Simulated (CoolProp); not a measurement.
A closed Brayton cycle with dry air: compressor inlet 317.15 K and 3.7 MPa, high pressure 9.27 MPa, turbine inlet 820 K, compressor efficiency 0.89, turbine efficiency 0.9, recuperator effectiveness 0.9 (on enthalpy, no pinch check). Each further row changes one setting.

Values from CoolProp's reference Helmholtz-energy equation of state, Lemmon 2000. It is a pseudo-pure fit of the blend.

```tsv
case	thermal efficiency (%)	net work (kJ/kg)	compressor to turbine work	compressor exit (K)	turbine exit (K)
as stated	[?]	67.8	0.62	425.1	660.3
turbine inlet 770 K	[?]	56.9	0.66	425.1	618.5
compressor inlet 327.15 K	[?]	64.2	0.64	438.3	660.3
high pressure 7.88 MPa	33.6	[?]	0.59	403.9	[?]
recuperator effectiveness 0.5	22.3	67.8	0.62	425.1	660.3
```

Task: Complete the blanks.

Result: 
- as stated, thermal efficiency (%): 33.0
- turbine inlet 770 K, thermal efficiency (%): 29.9
- compressor inlet 327.15 K, thermal efficiency (%): 31.5
- high pressure 7.88 MPa, net work (kJ/kg): 61.0
- high pressure 7.88 MPa, turbine exit (K): 686.2
